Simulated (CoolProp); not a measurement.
Vapour-liquid equilibrium of ammonia (1) + n-pentane (2) at 81.25 °C; x and y are mole fractions of (1).

Values from CoolProp's multi-fluid Helmholtz-energy mixture model, Gao 2020 and Thol 2019; pair parameters Bell 2016.

| x | bubble pressure (MPa) | y at the bubble point | dew pressure at overall composition x (MPa) | liquid density (mol/L) |
|---|---|---|---|---|
| 0.05 | 0.7089 | 0.450 | 0.4014 | 8.077 |
| 0.125 | 1.330 | 0.702 | 0.4382 | 8.575 |
| 0.2 | 1.997 | 0.795 | 0.4819 | 9.116 |
| 0.275 | 2.594 | 0.836 | 0.5343 | 9.706 |
| 0.35 | 3.050 | 0.857 | 0.5981 | 10.35 |
| 0.425 | 3.351 | 0.868 | 0.6780 | 11.07 |
| 0.5 | 3.533 | 0.874 | 0.7815 | 11.89 |
| 0.575 | 3.648 | 0.879 | 0.9217 | 12.86 |
| 0.65 | 3.743 | 0.884 | 1.125 | 14.07 |
| 0.725 | 3.845 | 0.891 | 1.447 | 15.66 |
| 0.8 | 3.964 | 0.904 | 2.052 | 17.87 |
| 0.875 | 4.092 | 0.925 | 3.555 | 21.00 |
| 0.95 | 4.208 | 0.961 | 4.182 | 25.49 |

No azeotrope shows between x = 0.05 and 0.95.

The pair parameters rest on a limited set of measurements; away from them the model extrapolates. With so large a gap from Raoult's law the liquid may split in two, which this calculation doesn't test in full.
